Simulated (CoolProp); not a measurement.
A simple Rankine cycle with dimethyl ether: condensing at 290.15 K, boiler at 3.22 MPa, turbine inlet 412.1 K, turbine efficiency 0.65, pump efficiency 0.7, no recuperator. Each further row changes one setting.

Computed with CoolProp (reference Helmholtz-energy equation of state, Wu 2011).

```json
[
 {"case": "as stated", "thermal efficiency (%)": "11.6", "net work (kJ/kg)": "65.3", "heat in (kJ/kg)": "562", "turbine exit temperature (K)": "341.8", "volume ratio over the turbine": "7.01"},
 {"case": "turbine inlet 432.1 K", "thermal efficiency (%)": "11.8", "net work (kJ/kg)": "71.6", "heat in (kJ/kg)": "606", "turbine exit temperature (K)": "364.4", "volume ratio over the turbine": "6.85"},
 {"case": "condensing temperature 282.15 K", "thermal efficiency (%)": "12.7", "net work (kJ/kg)": "73.8", "heat in (kJ/kg)": "581", "turbine exit temperature (K)": "334.8", "volume ratio over the turbine": "8.93"},
 {"case": "boiler pressure 2.25 MPa", "thermal efficiency (%)": "10.1", "net work (kJ/kg)": "58.7", "heat in (kJ/kg)": "584", "turbine exit temperature (K)": "359.0", "volume ratio over the turbine": "4.73"},
 {"case": "turbine efficiency 0.55", "thermal efficiency (%)": "9.7", "net work (kJ/kg)": "54.3", "heat in (kJ/kg)": "562", "turbine exit temperature (K)": "348.4", "volume ratio over the turbine": "7.17"}
]
```
